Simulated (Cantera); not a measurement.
What does this Cantera script print?

```python
import numpy as np
import cantera as ct

gas_names = """
    H HO2 H2 H2O H2O2 O OH O2 O3 Si SiH SiH2 SiH3 SiH4 SiO SiO2 Si2 Si3
""".split()
cond_names = """
    H2O(s) H2O(L) Si(cr) Si(L) SiO2(Lqz) SiO2(hqz) SiO2(L)
""".split()


def load(file, names, dense=False):
    # The tables refer to 1 bar. Condensed volumes are neglected.
    table = {s.name: s for s in ct.Species.list_from_file(file)}
    out = []
    for n in names:
        d = dict(table[n].input_data)
        d["thermo"] = dict(d["thermo"], **{"reference-pressure": 1e5})
        if dense:
            d["equation-of-state"] = {"model": "constant-volume", "density": "1e6 g/cm^3"}
        out.append(ct.Species.from_dict(d))
    return out


gas = ct.Solution(thermo="ideal-gas", species=load("nasa_gas.yaml", gas_names))
cond = {s.name: ct.Solution(thermo="fixed-stoichiometry", species=[s], name=s.name)
        for s in load("nasa_condensed.yaml", cond_names, dense=True)}
atoms = {
    'SiH4': {'Si': 1, 'H': 4},
    'O2': {'O': 2},
    'O3': {'O': 3},
}
top_T = {}  # K; cautious upper limits of use, not melting points


def equilibrate(T, P, feed):
    n = {}
    for name, mol in feed.items():
        for a, k in atoms[name].items():
            n[a] = n.get(a, 0.0) + k * mol
    gas.TPX = T, P, n
    mass = sum(n.values()) * gas.mean_molecular_weight
    gas.equilibrate("TP")
    valid = [c for c in cond.values() if c.min_temp <= T <= top_T.get(c.name, c.max_temp)]
    mix = ct.Mixture([(gas, mass / gas.mean_molecular_weight)] + [(c, 0.0) for c in valid])
    mix.T, mix.P = T, P
    mix.equilibrate("TP", solver="vcs", rtol=1e-11, max_steps=5000)
    return mix


results = []
T = 1173.15  # K
P = 410  # Pa
for m in [0.28, 0.43, 0.66, 1, 1.5, 2.4, 3.6]:
    feed = {'SiH4': 1, 'O2': 0.33, 'O3': m}  # mol
    mix = equilibrate(T, P, feed)
    results.append((T, P, feed, dict(zip(mix.species_names, mix.species_moles))))

top = {s: max(r[3][s] / sum(r[3][g] for g in gas_names) for r in results) for s in gas_names}
cols = sorted((s for s in top if top[s] > 1e-05), key=lambda s: -top[s])[:5]
seen = [c for c in cond_names if any(r[3].get(c, 0) > 1e-12 for r in results)]
print("log10 of partial pressures in bar; condensed amounts in mol")
print(f"{'n(O3)':>10s}" + "".join(f"{s[:9]:>10s}" for s in cols + seen))
for T, P, feed, n in results:
    ng = sum(n[g] for g in gas_names)
    print(f"{feed['O3']:10.4g}" + "".join(f"{np.log10(max(n[s] / ng * P / 1e5, 1e-99)):10.3f}" for s in cols)
          + "".join(f"{n.get(c, 0):10.4g}" for c in seen))
```

It prints:

```
log10 of partial pressures in bar; condensed amounts in mol
     n(O3)        H2       H2O        O2       SiO        OH    Si(cr) SiO2(hqz)
      0.28    -2.387    -9.826   -31.165    -6.614   -17.721    0.2499    0.7499
      0.43    -2.387    -9.826   -31.165    -6.614   -17.721   0.02494    0.9749
      0.66    -2.555    -2.882   -16.943   -13.726   -10.693         0         1
         1    -3.157    -2.468   -14.911   -14.742    -9.978         0         1
       1.5    -9.124    -2.498    -3.035   -20.679    -7.024         0         1
       2.4    -9.477    -2.681    -2.696   -20.849    -7.031         0         1
       3.6    -9.701    -2.844    -2.574   -20.910    -7.082         0         1
```

These are equilibrium values from Cantera (NASA tables, ideal gas, pure condensed phases), not measurements of a reactor. Mutual solubility and eutectic melting of coexisting phases are not modelled. The tables hold silica as quartz up to 1696 K and as liquid above; real silica turns to tridymite and cristobalite and melts near 1996 K.
